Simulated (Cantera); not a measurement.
Charge: 1 mol MgO, 0.31 mol C, 0.25 mol H2, equilibrated at 13300 Pa.

Cantera equilibrium calculation (NASA polynomials, part measured and part estimated; ideal gas, pure solids and liquids). Candidate condensed phases: C, C6H6, C7H8, C8H18, H2O, Mg, MgCO3, MgO, Mg(OH)2; 139 gas species. Ions and electrons are included (thermal ionisation). The tables' values for MgH are old estimates; treat these amounts as uncertain. The numbers say what is thermodynamically allowed, not how fast it happens. All values below are at 3500 K.

Base state: Mg 0.416, O 0.205, H 0.166, CO 0.130, O2 0.0231, OH 0.0224, MgO 0.0175, H2 0.0106 (mole fractions); condensed: gas only.

Q: What changes in the equilibrium state with this change: C from 0.31 to 0.0053 mol?

A: 
| species | before | after |
|---|---|---|
| Mg | 0.416 | 0.423 |
| O | 0.205 | 0.292 |
| H | 0.166 | 0.163 |
| CO | 0.130 | 0.00227 |
| O2 | 0.0231 | 0.0467 |
| MgO | 0.0175 | 0.0253 |
| OH | 0.0224 | 0.0313 |
| H2 | 0.0106 | 0.0102 |
| CO2 | 0.00459 | 0.000114 |
| MgOH | 0.000644 | 0.000916 |
| H2O | 0.00309 | 0.00424 |
| Mg+ | 0.000172 | 0.000173 |
